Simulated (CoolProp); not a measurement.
The fluid at 298.15 K and 0.0293 MPa is compressed adiabatically to 0.059 MPa with isentropic efficiency 0.85. The same conditions are run with several fluids, on thermodynamics alone (safety and materials aside).

The numbers come from the reference Helmholtz-energy equation of state of each fluid (the fluoroketone C6F12O (FK-5-1-12): McLinden 2015; R245ca: Zhou 2016; propylene: Lemmon 2013; n-perfluorobutane: Gao 2022; C3F8 (R218): Lemmon 2006) in CoolProp.

Problem. Rank the fluoroketone C6F12O (FK-5-1-12), R245ca, propylene, n-perfluorobutane, C3F8 (R218) by work (kJ/kg), highest first.

Solution. propylene (50.5), R245ca (15.4), C3F8 (R218) (11.0), n-perfluorobutane (8.58), the fluoroketone C6F12O (FK-5-1-12) (6.31)

```csv
fluid,final temperature (K),final phase,final density (kg/m³)
the fluoroketone C6F12O (FK-5-1-12),307.5,"two-phase, vapour fraction 0.988",7.72
R245ca,315.7,gas,3.07
propylene,330.2,gas,0.910
n-perfluorobutane,308.4,gas,5.58
C3F8 (R218),312.2,gas,4.32
```
